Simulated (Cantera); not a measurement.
A diamond (100) surface in a fixed gas of H2 with x(CH4) = 0.0028, x(H) = 0.00022, at 1125 K, 97.5 Torr; coverages are run to steady state.

Computed with Cantera and the Harris–Goodwin 1993 mechanism for the reconstructed diamond (100) surface.

One state of this run: growth (µm/h) = 8.69; θ c6HH = 0.459; θ c6H* = 0.0226; θ c6*H = 0.338; θ c6** = 0.00561; θ c6HM = 0.108. θ: site fractions in the mechanism's names (c6HH fully hydrogenated, c6H* and c6*H radical sites, c6** diradical, c6HM methylated).

**Question.** Which value of x(CH3) does it belong to?
(A) 0.00015
(B) 6.6e-05
(C) 0.00081
(D) 1.2e-05

**Answer.** C, 0.00081
